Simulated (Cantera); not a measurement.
A closed system holds: 1 mol CH3F, 0.019 mol F2, 4 mol H2, at 100000 Pa.

These are equilibrium values from Cantera (NASA tables, ideal gas, pure condensed phases), not measurements of a reactor. Candidate condensed phases: C, C6H6, C7H8, C8H18; 110 gas species. Ions and electrons are included (thermal ionisation). The numbers say what is thermodynamically allowed, not how fast it happens.

Which condensed phases are stable at each of these points (T (K)): 2500, 3000, 3500, 4000, 4500, 5000?


| T (K) | condensed phases | C condensed (%) |
|---|---|---|
| 2500 | C(graphite) | 89.3 |
| 3000 | C(graphite) | 41.0 |
| 3500 | gas only | 0.0 |
| 4000 | gas only | 0.0 |
| 4500 | gas only | 0.0 |
| 5000 | gas only | 0.0 |

From 2500 K to 3000 K the condensed part is C(graphite). From 3500 K to 5000 K nothing is condensed.
